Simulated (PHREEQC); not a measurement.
A solution holds 0.27 mol/kgw Rb2SO4 and 0.00061 mol/kgw CsBr, at 25 °C. Closed to the air; pH follows from the charge balance.

Equilibrium calculation in PHREEQC: ion-association model, wateq4f.dat.

Precipitation was switched off in this run.

Task: Predict the activity of water.

Result: activity of water 0.986.

The ionic strength is past about 0.7 mol/kgw, beyond the range of this activity model, so the values are rough.
